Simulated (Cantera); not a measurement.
**Ammonia decomposition in nitride growth gas**

A perfectly stirred reactor is fed with 22.7 % NH₃, 77.3 % H₂, at 0.132 atm; it is held at 1800 K, and followed from long to short residence time.

Computed with Cantera and the gas-phase N/H chemistry of the illustrative SiF4/NH3 mechanism in the Surface Chemkin manual (1991). Walls and surfaces, which speed up NH3 decomposition in real reactors, are not modelled.

```tsv
τ (s)	x NH₃	x H₂	x NH₂	x N	x H	x N₂H₄	x NH
3.7	0.104	0.845	0.000102	1.32e-7	0.000308	3.89e-9	1.75e-6
1.5	0.151	0.817	0.000131	1.32e-7	0.000264	6.45e-9	1.99e-6
0.60	0.188	0.795	0.000151	1.30e-7	0.000239	8.63e-9	2.13e-6
0.24	0.210	0.783	0.000161	1.27e-7	0.000225	9.85e-9	2.18e-6
0.098	0.220	0.777	0.000164	1.22e-7	0.000217	1.02e-8	2.15e-6
0.039	0.224	0.774	0.000160	1.09e-7	0.000207	9.70e-9	2.01e-6
0.016	0.226	0.773	0.000147	8.24e-8	0.000187	8.12e-9	1.67e-6
0.0064	0.227	0.773	0.000113	3.79e-8	0.000144	4.83e-9	9.93e-7
0.0026	0.227	0.773	6.22e-5	6.39e-9	7.91e-5	1.46e-9	3.02e-7
0.0010	0.227	0.773	2.53e-5	4.32e-10	3.21e-5	2.41e-10	5.00e-8
0.00042	0.227	0.773	1.07e-5	3.24e-11	1.36e-5	4.29e-11	8.90e-9
```
x: mole fraction; the columns are a selection and need not sum to one.
